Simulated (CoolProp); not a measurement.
Properties of R141b along the isobar 0.101 MPa (Tc = 477.5 K, pc = 4.212 MPa, ω = 0.220).

Computed with CoolProp (reference Helmholtz-energy equation of state, Lemmon 2006). It is a short technical equation, of lower accuracy than the large ones.

```csv
T (K),phase,density (kg/m³),cp (kJ/(kg K)),speed of sound (m/s)
357.1,gas,4.064,0.8531,163.7
366.6,gas,3.951,0.8633,166.0
376.1,gas,3.845,0.8737,168.2
385.7,gas,3.744,0.8843,170.5
395.2,gas,3.649,0.8947,172.6
404.7,gas,3.559,0.9051,174.8
414.2,gas,3.474,0.9153,176.9
423.8,gas,3.392,0.9255,178.9
433.3,gas,3.315,0.9354,181.0
442.8,gas,3.241,0.9452,183.0
452.4,gas,3.170,0.9549,185.0
461.9,gas,3.103,0.9642,186.9
471.4,gas,3.039,0.9734,188.9
480.9,gas,2.977,0.9823,190.8
490.5,gas,2.917,0.9912,192.7
500,gas,2.861,0.9997,194.5
```
